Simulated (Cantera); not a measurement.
Input: 1 mol CH₃SiH₃, 0.064 mol CH₄, 17 mol H₂, equilibrated at 1000 Pa.

Method: chemical equilibrium by Gibbs-energy minimisation in Cantera with the NASA 1993 tables (ideal gas, pure condensed phases). Candidate condensed phases: C, C₆H₆, C₇H₈, C₈H₁₈, Si, SiC; 87 gas species. The feed counts by its element totals alone. Gases not in the tables: Si₂H₆ and higher silanes. Kinetics and transport are ignored. All values below are at 2148 K.

Base state: H₂ 0.955, H 0.0407, Si 0.00201, C₂H₂ (acetylene) 0.00183, SiC₂ 0.000157, Si₂C 9.81e-5, SiH 9.63e-5, SiH₂ 2.02e-5 (mole fractions); condensed: C(graphite) + SiC(s).

**Question.** What changes in the equilibrium state with this change: CH₃SiH₃ replaced by Si(CH₃)₄?

**Answer.** 
| species | before | after |
|---|---|---|
| H₂ | 0.955 | 0.955 |
| H | 0.0407 | 0.0407 |
| Si | 0.00201 | 0.00201 |
| SiH₂ | 2.02e-5 | 2.02e-5 |
| SiH | 9.63e-5 | 9.63e-5 |
| Si₂C | 9.81e-5 | 9.81e-5 |
| C₂H₂ (acetylene) | 0.00183 | 0.00183 |
| SiC₂ | 0.000157 | 0.000157 |
| C(graphite), mol | 0.0309 | 3.03 |
| SiC(s), mol | 0.949 | 0.941 |
